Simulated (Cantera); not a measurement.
Cantera run:

```python
import numpy as np
import cantera as ct

gas_names = [...]  # 136 gases of nasa_gas.yaml made of C, H, N, O
cond_names = """
    C(gr) C6H6(L) C7H8(L) C8H18(L),n-octa H2O(s) H2O(L)
""".split()


# ... load() reads the species with a 1 bar reference pressure and builds the phases ...
atoms = {
    'acetone': {'C': 3, 'H': 6, 'O': 1},
    'H2O': {'H': 2, 'O': 1},
    'N2': {'N': 2},
    'O2': {'O': 2},
}
top_T = {'C(gr)': 4500}  # K; cautious upper limits of use, not melting points


# ... equilibrate(T, P, feed) seeds the gas with the atoms and calls Mixture.equilibrate('TP', solver="vcs", rtol=1e-11, max_steps=5000) ...
results = []
T = 2175  # K
P = 250  # Pa
for m in [0.085, 0.13, 0.19, 0.29, 0.45, 0.67, 1, 1.5]:
    feed = {'acetone': 1, 'H2O': 0.12, 'N2': 1.6, 'O2': m}  # mol
    mix = equilibrate(T, P, feed)
    results.append((T, P, feed, dict(zip(mix.species_names, mix.species_moles))))

top = {s: max(r[3][s] / sum(r[3][g] for g in gas_names) for r in results) for s in gas_names}
cols = sorted((s for s in top if top[s] > 0.001), key=lambda s: -top[s])[:5]
seen = [c for c in cond_names if any(r[3].get(c, 0) > 1e-12 for r in results)]
print("log10 of partial pressures in bar; condensed amounts in mol")
print(f"{'n(O2)':>10s}" + "".join(f"{s[:9]:>10s}" for s in cols + seen))
for T, P, feed, n in results:
    ng = sum(n[g] for g in gas_names)
    print(f"{feed['O2']:10.4g}" + "".join(f"{np.log10(max(n[s] / ng * P / 1e5, 1e-99)):10.3f}" for s in cols)
          + "".join(f"{n.get(c, 0):10.4g}" for c in seen))
```

Result:

```
log10 of partial pressures in bar; condensed amounts in mol
     n(O2)        H2        CO        N2       H2O         H     C(gr)
     0.085    -2.937    -3.285    -3.200   -10.430    -3.780     1.633
      0.13    -2.943    -3.262    -3.207   -10.414    -3.783     1.543
      0.19    -2.952    -3.234    -3.215   -10.394    -3.787     1.423
      0.29    -2.966    -3.193    -3.228   -10.368    -3.794     1.223
      0.45    -2.988    -3.139    -3.249   -10.335    -3.805    0.9035
      0.67    -3.016    -3.081    -3.276   -10.304    -3.819    0.4636
         1    -3.057    -3.028    -3.298    -4.514    -3.840         0
       1.5    -3.191    -3.058    -3.297    -3.564    -3.907         0
```

Equilibrium computed with Cantera from the NASA thermochemical tables; the gas is ideal and each condensed phase is pure. The feed counts by its element totals alone.
